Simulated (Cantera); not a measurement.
An adiabatic, constant-pressure homogeneous reactor starts with H2 : O2 : N2 : NO = 1 : 0.385 : 3.38 : 0.023 (molar parts), at 1600 K and 330000 Pa.

Computed with Cantera and GRI-Mech 3.0 (53 species, 325 reactions). The hydrogen kinetics of GRI-Mech 3.0 are dated; newer H2 mechanisms differ, most at raised pressure.

Problem. Predict: time of steepest temperature rise; temperature at 0.200 s; equilibrium temperature; x(H2) at 0.200 s; x(O2) at 0.200 s; x(NO) at 0.200 s; x(H2O) at 0.200 s; x(H2O2) at 0.200 s; x(N2) at 0.200 s; x(HO2) at 0.200 s.

Solution. 
| Quantity | Value |
|---|---|
| time of steepest temperature rise | 5.15 µs |
| temperature at 0.200 s | 2668 K |
| equilibrium temperature | 2668 K |
| x(H2) at 0.200 s | 0.0495 (gas-phase equilibrium 0.0495) |
| x(O2) at 0.200 s | 0.000595 (gas-phase equilibrium 0.000595) |
| x(NO) at 0.200 s | 0.00160 (gas-phase equilibrium 0.00160) |
| x(H2O) at 0.200 s | 0.171 (gas-phase equilibrium 0.171) |
| x(H2O2) at 0.200 s | 7.49e-8 (gas-phase equilibrium 7.49e-8) |
| x(N2) at 0.200 s | 0.766 (gas-phase equilibrium 0.766) |
| x(HO2) at 0.200 s | 4.66e-7 (gas-phase equilibrium 4.66e-7) |
